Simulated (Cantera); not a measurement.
Input (Python, Cantera) and output of one run.

```python
import numpy as np
import cantera as ct

gas_names = [...]  # 95 gases of nasa_gas.yaml made of C, F, H
cond_names = """
    C(gr) C6H6(L) C7H8(L) C8H18(L),n-octa
""".split()


# ... load() reads the species with a 1 bar reference pressure and builds the phases ...
atoms = {
    'CH2F2': {'C': 1, 'H': 2, 'F': 2},
    'CH4': {'C': 1, 'H': 4},
    'H2': {'H': 2},
}
top_T = {'C(gr)': 4500}  # K; cautious upper limits of use, not melting points


# ... equilibrate(T, P, feed) seeds the gas with the atoms and calls Mixture.equilibrate('TP', solver="vcs", rtol=1e-11, max_steps=5000) ...
results = []
feed = {'CH2F2': 1, 'CH4': 0.0081, 'H2': 0.21}  # mol
P = 13332.2  # Pa
for T in [2673, 2723, 2773, 2823, 2873, 2923, 2973]:
    mix = equilibrate(T, P, feed)
    results.append((T, P, feed, dict(zip(mix.species_names, mix.species_moles))))

top = {s: max(r[3][s] / sum(r[3][g] for g in gas_names) for r in results) for s in gas_names}
cols = sorted((s for s in top if top[s] > 0.001), key=lambda s: -top[s])[:8]
seen = [c for c in cond_names if any(r[3].get(c, 0) > 1e-12 for r in results)]
print("log10 of partial pressures in bar; condensed amounts in mol")
print(f"{'T/K':>10s}" + "".join(f"{s[:9]:>10s}" for s in cols + seen))
for T, P, feed, n in results:
    ng = sum(n[g] for g in gas_names)
    print(f"{T:10.4g}" + "".join(f"{np.log10(max(n[s] / ng * P / 1e5, 1e-99)):10.3f}" for s in cols)
          + "".join(f"{n.get(c, 0):10.4g}" for c in seen))
```

Result:

```
log10 of partial pressures in bar; condensed amounts in mol
       T/K        HF         H        H2         F C2H2,acet        C3     C(gr)
      2673    -0.931    -2.280    -1.978    -3.729    -3.649    -5.213    0.9993
      2723    -0.933    -2.208    -2.000    -3.590    -3.592    -4.924    0.9975
      2773    -0.936    -2.141    -2.025    -3.453    -3.542    -4.646    0.9952
      2823    -0.939    -2.079    -2.054    -3.320    -3.497    -4.379    0.9921
      2873    -0.942    -2.021    -2.085    -3.190    -3.459    -4.121    0.9878
      2923    -0.946    -1.967    -2.120    -3.063    -3.426    -3.872    0.9816
      2973    -0.950    -1.917    -2.158    -2.939    -3.398    -3.632    0.9724
```

Cantera equilibrium calculation (NASA polynomials, part measured and part estimated; ideal gas, pure solids and liquids).
